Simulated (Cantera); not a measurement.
A closed system holds: 1 mol NiS, a varied amount of H₂, equilibrated at 2125 K and 0.100 bar.

Cantera equilibrium calculation (NASA polynomials, part measured and part estimated; ideal gas, pure solids and liquids). Candidate condensed phases: Ni, NiS, NiS₂, Ni₃S₂, Ni₃S₄, S; 9 gas species. The numbers say what is thermodynamically allowed, not how fast it happens.

**Question.** At 810 mol H₂, list the 6 most abundant gas species with their mole fractions, and the condensed phases.

**Answer.** H₂ 0.986, H 0.0114, Ni 0.00121, H₂S 0.000630, SH 0.000435, S 0.000103. Condensed: gas only.
